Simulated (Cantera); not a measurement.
A closed system holds: 1 mol Fe2O3, 0.44 mol Cl2, equilibrated at 0.820 bar.

Equilibrium computed with Cantera from the NASA thermochemical tables; the gas is ideal and each condensed phase is pure. Candidate condensed phases: Fe, FeCl2, FeCl3, FeO, Fe2O3, Fe3O4; 13 gas species. Condensed phases not in the tables: FeOCl. Kinetics and transport are ignored.

x: gas mole fraction; n: condensed amount in mol.

```csv
T (K),x Cl2,x FeCl3,x O2,x Fe2Cl6,x Cl,n Fe2O3(s)
725,0.998,0.000670,0.00111,0.000404,1.51e-6,1.000
775,0.995,…,…,…,…,0.999
825,0.989,0.00450,0.00501,0.00109,1.80e-5,0.999
875,0.979,0.00954,0.00948,0.00155,5.03e-5,0.997
925,0.963,…,…,…,…,0.995
975,0.938,0.0319,0.0277,0.00249,0.000283,0.992
1025,0.901,0.0516,0.0432,0.00288,0.000587,0.987
```

Q: Complete the blanks.

A: 
- 775, x FeCl3: 0.00187
- 775, x O2: 0.00246
- 775, x Fe2Cl6: 0.000702
- 775, x Cl: 5.66e-6
- 925, x FeCl3: 0.0182
- 925, x O2: 0.0167
- 925, x Fe2Cl6: 0.00203
- 925, x Cl: 0.000125
